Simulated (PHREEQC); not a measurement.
Synthetic water in mmol/kgw, 25 °C, pH 3.49:

```json
[
 {"constituent": "Na", "mmol/kgw": "48.3"},
 {"constituent": "K", "mmol/kgw": "27.3"},
 {"constituent": "Ca", "mmol/kgw": "2.84"},
 {"constituent": "Mg", "mmol/kgw": "9.92"},
 {"constituent": "Cl", "mmol/kgw": "27.1"},
 {"constituent": "S(6)", "mmol/kgw": "38.7"},
 {"constituent": "Br", "mmol/kgw": "0.0144"}
]
```

Valence states are taken as typed.

The numbers come from PHREEQC with the Pitzer model, pitzer.dat.

Each row changes one thing in this solution. This is a speciation only: nothing precipitates in the calculation.

```json
[
 {"case": "as made", "ionic strength (mol/kgw)": "0.154", "HSO4- (mol/kgw)": "0.000415", "MgOH+ (mol/kgw)": "1.62e-11", "SI of Gypsum (CaSO4:2H2O)": "-0.63", "SI of Sylvite (KCl)": "-4.30"},
 {"case": "temperature from 25 to 90 °C at the same typed pH", "ionic strength (mol/kgw)": "0.151", "HSO4- (mol/kgw)": "0.00244", "MgOH+ (mol/kgw)": "1.28e-9", "SI of Gypsum (CaSO4:2H2O)": "-0.60", "SI of Sylvite (KCl)": "?"},
 {"case": "S(6) from 38.7 to 19.4 mmol/kgw", "ionic strength (mol/kgw)": "?", "HSO4- (mol/kgw)": "?", "MgOH+ (mol/kgw)": "1.81e-11", "SI of Gypsum (CaSO4:2H2O)": "-0.79", "SI of Sylvite (KCl)": "?"}
]
```

Task: What belongs in the gaps?

Result: 
- temperature from 25 to 90 °C at the same typed pH, SI of Sylvite (KCl): -4.73
- S(6) from 38.7 to 19.4 mmol/kgw, ionic strength (mol/kgw): 0.116
- S(6) from 38.7 to 19.4 mmol/kgw, HSO4- (mol/kgw): 0.000220
- S(6) from 38.7 to 19.4 mmol/kgw, SI of Sylvite (KCl): -4.27

Away from 25 °C the constants follow the database's enthalpies or fits; those with neither stay at their 25 °C values.
